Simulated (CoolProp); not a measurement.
Vapour-liquid equilibrium of propylene (1) + R22 (2) at 1.34 MPa; x and y are mole fractions of (1).

Computed with CoolProp (multi-fluid Helmholtz-energy mixture model, Lemmon 2013 and Kamei 1995; pair parameters Bell 2016).

```csv
x,"bubble temperature, mixture model (K)","bubble temperature, Raoult's law (K)","y, mixture model","y, Raoult's law"
0.05,306.9,307.5,0.064,0.054
0.15,305.6,307.2,0.180,0.161
0.25,304.6,306.9,0.284,0.266
0.35,303.8,306.5,0.381,0.369
0.45,303.3,306.2,0.472,0.471
0.55,302.9,305.8,0.562,0.571
0.65,302.8,305.5,0.651,0.669
0.75,302.9,305.1,0.742,0.766
0.85,303.2,304.8,0.839,0.861
0.95,303.8,304.4,0.944,0.954
```

The largest gap from Raoult's law is -2.9 K in bubble temperature, at x = 0.45. y crosses x between x = 0.65 and 0.75: the model has an azeotrope there.

The pair parameters rest on a limited set of measurements; away from them the model extrapolates.
